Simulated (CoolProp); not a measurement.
Saturation properties of R236FA.

Model: reference Helmholtz-energy equation of state, Pan 2012, in CoolProp.

```tsv
T (K)	p (kPa)	enthalpy of vaporisation (kJ/kg)	liquid cp (kJ/(kg K))	vapour viscosity (µPa s)
314.9	460.0	135.3	1.278	11.5
319.1	519.7	132.5	1.291	11.6
323.3	585.2	129.7	1.304	11.8
327.5	656.7	(withheld)	1.318	12.0
331.7	734.6	123.8	1.334	12.2
335.9	819.3	120.6	1.351	12.3
340.1	911.1	117.3	1.370	(withheld)
344.3	1011	113.9	1.392	12.8
348.5	1118	110.2	(withheld)	13.0
352.7	1234	106.4	1.445	13.3
356.9	1359	102.3	1.478	13.6
361.1	1493	98.01	1.517	13.9
365.4	1641	93.25	1.566	(withheld)
369.6	1796	88.22	1.626	14.8
```

Task: Fill in the missing entries.

Result: 
- 327.5, enthalpy of vaporisation (kJ/kg): 126.8
- 340.1, vapour viscosity (µPa s): 12.6
- 348.5, liquid cp (kJ/(kg K)): 1.417
- 365.4, vapour viscosity (µPa s): 14.4

It boils at 271.7 K under 1 atm.

Viscosity comes from a separate model (Huber 2003), an estimate that may be off by 10 % or more.
